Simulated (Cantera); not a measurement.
Cantera run:

```python
import numpy as np
import cantera as ct

gas_names = """
    Br Br2 H HBr H2 N NH NH2 NH3 N2 N2H2 N2H4 Si SiBr SiBr2 SiBr3 SiBr4 SiH SiHBr3 SiH2 SiH2Br2 SiH3
    SiH3Br SiH4 SiN Si2 Si2N Si3
""".split()
cond_names = """
    Br2(cr) Br2(L) Si(cr) Si(L) Si3N4(a)
""".split()


# ... load() reads the species with a 1 bar reference pressure and builds the phases ...
atoms = {
    'Si': {'Si': 1},
    'HBr': {'H': 1, 'Br': 1},
    'N2': {'N': 2},
}
top_T = {'Si3N4(a)': 2400}  # K; cautious upper limits of use, not melting points


# ... equilibrate(T, P, feed) seeds the gas with the atoms and calls Mixture.equilibrate('TP', solver="vcs", rtol=1e-11, max_steps=5000) ...
results = []
feed = {'Si': 1, 'HBr': 4.4, 'N2': 23}  # mol
T = 898  # K
P = 1333.22  # Pa
mix = equilibrate(T, P, feed)
results.append((T, P, feed, dict(zip(mix.species_names, mix.species_moles))))
print(gas.report(threshold=0.001))
for i in range(1, mix.n_phases):
    print(f"{mix.phase(i).name:16s} {mix.phase_moles(i):12.5e} mol")
```

Result:

```
       temperature   898 K
          pressure   1333.2 Pa
           density   0.0066435 kg/m^3
  mean mol. weight   37.205 kg/kmol
   phase of matter   gas

                          1 kg             1 kmol
                     ---------------   ---------------
          enthalpy        2.7591e+05        1.0265e+07  J
   internal energy             75232         2.799e+06  J
           entropy            7176.4          2.67e+05  J/K
    Gibbs function       -6.1685e+06        -2.295e+08  J
 heat capacity c_p            877.05             32631  J/K
 heat capacity c_v            653.57             24316  J/K

                      mass frac. Y      mole frac. X     chem. pot. / RT
                     ---------------   ---------------   ---------------
               HBr           0.28742           0.13216           -36.661
                H2        0.00089068          0.016437            -25.67
                N2           0.63488           0.84318            -29.08
             SiBr4          0.076785         0.0082162           -115.72
     [  +24 minor]        2.6706e-05        6.8189e-06

Br2(L)            0.00000e+00 mol
Si(cr)            0.00000e+00 mol
Si3N4(a)          2.60296e-01 mol
```

Cantera equilibrium calculation (NASA polynomials, part measured and part estimated; ideal gas, pure solids and liquids). N2 is the only nitrogen source here; it is nearly inert below about 1500 K, so the nitride shown seldom forms there in practice.
